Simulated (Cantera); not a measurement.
Silicon etching in halogen gases: Si + Br2

Input: 1 mol Si, 8.8 mol Br2, held at 4.90 Pa.

Method: chemical equilibrium by Gibbs-energy minimisation in Cantera with the NASA 1993 tables (ideal gas, pure condensed phases). Candidate condensed phases: Br2, Si; 9 gas species. The tables' values for SiBr3, SiBr are old estimates; treat these amounts as uncertain. The numbers say what is thermodynamically allowed, not how fast it happens.

From 598 K to 1698 K nothing is condensed. The main Si-bearing gas is SiBr4 at 598 K and SiBr2 at 1698 K.

```
T (K)      x Br     x Br2   x SiBr4   x SiBr2   x SiBr3    x SiBr      x Si     x Si2
-----  --------  --------  --------  --------  --------  --------  --------  --------
598    0.000289     0.872     0.128    <1e-12    <1e-12    <1e-12    <1e-12    <1e-12
698     0.00474     0.867     0.128    <1e-12  1.09e-11    <1e-12    <1e-12    <1e-12
798      0.0382     0.836     0.126    <1e-12   1.46e-9    <1e-12    <1e-12    <1e-12
898       0.180     0.703     0.117  2.21e-11   6.60e-8    <1e-12    <1e-12    <1e-12
998       0.505     0.399    0.0958   5.78e-9   1.49e-6    <1e-12    <1e-12    <1e-12
1098      0.806     0.118    0.0765   1.09e-6   2.59e-5    <1e-12    <1e-12    <1e-12
1198      0.905    0.0246    0.0696  0.000160  0.000402  2.42e-11    <1e-12    <1e-12
1298      0.927   0.00560    0.0531    0.0105   0.00364   3.45e-8  7.26e-12    <1e-12
1398      0.937   0.00154   0.00576    0.0522   0.00331   2.45e-6   4.56e-9    <1e-12
1498      0.939  0.000494  0.000235    0.0592  0.000855   2.81e-5   3.49e-7    <1e-12
1598      0.940  0.000182   1.29e-5    0.0598  0.000236  0.000215   1.41e-5  2.56e-10
1698      0.940   7.49e-5   9.66e-7    0.0584   7.37e-5   0.00125  0.000358   4.16e-8
```
x: gas mole fraction; nothing condenses.
